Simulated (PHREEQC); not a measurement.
Dissolve 0.0027 mol PbCl2 and 0.00022 mol KNO3 per kg of water at 65 °C. Closed to the air; pH follows from the charge balance.

The numbers come from PHREEQC with the ion-association model, phreeqc.dat.

```
Quantity                  Value
--------------  ---------------
pH                         5.26
ionic strength  0.00703 mol/kgw
```

```tsv
species	molality	activity	log γ
Cl-	0.00476	0.00432	-0.042
Pb+2	0.00205	0.00140	-0.166
PbCl+	0.000635	0.000577	-0.042
K+	0.000220	0.000200	-0.042
NO3-	0.000216	0.000195	-0.043
H+	5.92e-6	5.44e-6	-0.037
PbOH+	5.52e-6	5.02e-6	-0.042
PbNO3+	4.45e-6	4.05e-6	-0.042
PbCl2	2.04e-6	2.05e-6	0.001
Pb2OH+3	3.72e-7	1.57e-7	-0.374
OH-	2.54e-8	2.31e-8	-0.042
PbCl3-	9.62e-9	8.74e-9	-0.042
Pb3(OH)4+2	1.20e-9	8.19e-10	-0.166
```

No solid was allowed to form. Saturation is exceeded, for instance for Pb(OH)2; the values hold only as long as no solid forms. Complexes and solids missing from the database can't appear. Constants without temperature data keep their 25 °C values here.
